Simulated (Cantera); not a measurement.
# Adiabatic ignition

An adiabatic, constant-volume homogeneous reactor starts with 2.97 % C3H8, 20.4 % O2, 76.7 % N2, equivalence ratio 0.73, at 1575 K and 0.987 atm.

Model: GRI-Mech 3.0 (53 species, 325 reactions), integrated in Cantera. GRI-Mech 3.0 was tuned for natural gas; its chemistry of propane as a main component is partial and can be far from experiment.

| t (s) | T (K) | P (bar) | x C3H8 | x O2 | x CO2 | x CO | x NO |
|---|---|---|---|---|---|---|---|
| 1.00e-5 | 1560 | 0.996 | 0.0253 | 0.201 | 3.10e-5 | 0.000205 | 4.09e-11 |
| 2.43e-5 | 1590 | 1.03 | 0.0146 | 0.191 | 0.000273 | 0.00322 | 7.68e-10 |
| 5.89e-5 | 2584 | 1.78 | <1e-12 | 0.0625 | 0.0436 | 0.0385 | 0.000204 |
| 0.000143 | 2828 | 1.92 | <1e-12 | 0.0595 | 0.0523 | 0.0311 | 0.00199 |
| 0.000347 | 2847 | 1.93 | <1e-12 | 0.0572 | 0.0536 | 0.0300 | 0.00669 |
| 0.000843 | 2839 | 1.92 | <1e-12 | 0.0542 | 0.0538 | 0.0299 | 0.0135 |
| 0.00205 | 2833 | 1.92 | <1e-12 | 0.0523 | 0.0539 | 0.0298 | 0.0178 |
| 0.00497 | 2833 | 1.92 | <1e-12 | 0.0521 | 0.0539 | 0.0298 | 0.0183 |
| 0.0121 | 2833 | 1.92 | <1e-12 | 0.0521 | 0.0539 | 0.0298 | 0.0183 |
| 0.0293 | 2833 | 1.92 | <1e-12 | 0.0521 | 0.0539 | 0.0298 | 0.0183 |
| 0.0711 | 2833 | 1.92 | <1e-12 | 0.0521 | 0.0539 | 0.0298 | 0.0183 |
| 0.173 | 2833 | 1.92 | <1e-12 | 0.0521 | 0.0539 | 0.0298 | 0.0183 |
| 0.419 | 2833 | 1.92 | <1e-12 | 0.0521 | 0.0539 | 0.0298 | 0.0183 |
| 1.02 | 2833 | 1.92 | <1e-12 | 0.0521 | 0.0539 | 0.0298 | 0.0183 |
| 2.47 | 2833 | 1.92 | <1e-12 | 0.0521 | 0.0539 | 0.0298 | 0.0183 |
| 6.00 | 2833 | 1.92 | <1e-12 | 0.0521 | 0.0539 | 0.0298 | 0.0183 |
x: mole fraction; the columns are a selection and need not sum to one.

```yaml
time_of_steepest_temperature_rise: 38.1 µs
temperature at 6.00 s: 2833 K
equilibrium_temperature: 2833 K
x(C3H8) at 6.00 s: <1e-12 (gas-phase equilibrium <1e-12)
x(O2) at 6.00 s: 0.0521 (gas-phase equilibrium 0.0521)
x(CO2) at 6.00 s: 0.0539 (gas-phase equilibrium 0.0539)
```
